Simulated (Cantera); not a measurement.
Input: 1 mol c-C4F8, 0.12 mol HCl, equilibrated at 13.0 mbar.

Method: chemical equilibrium by Gibbs-energy minimisation in Cantera with the NASA 1993 tables (ideal gas, pure condensed phases). Candidate condensed phases: C, C6H6, C7H8, C8H18; 118 gas species. The feed counts by its element totals alone. Gases not in the tables: C2F6 and larger saturated fluorocarbons. Equilibrium is a limit: real reactors are often held back by kinetics, nucleation or transport. All values below are at 1850 °C.

Base state: CF4 0.617, CF2 0.200, F 0.0785, HF 0.0454, Cl 0.0452, CF3 0.0131, CF 0.000644, CClF3 0.000133 (mole fractions); condensed: C(graphite).

Task: What changes in the equilibrium state with this change: HCl from 0.12 to 1.1 mol?

Result: 
```
species             before     after
----------------  --------  --------
CF4                  0.617     0.296
HF                  0.0454     0.246
Cl                  0.0452     0.244
CF3                 0.0131   0.00754
CF2                  0.200     0.139
F                   0.0785    0.0653
HCl                2.35e-5  0.000825
Cl2                2.01e-5  0.000587
ClF                6.21e-5  0.000279
CClF3             0.000133  0.000414
CF                0.000644  0.000536
C(graphite), mol      1.81      2.03
```
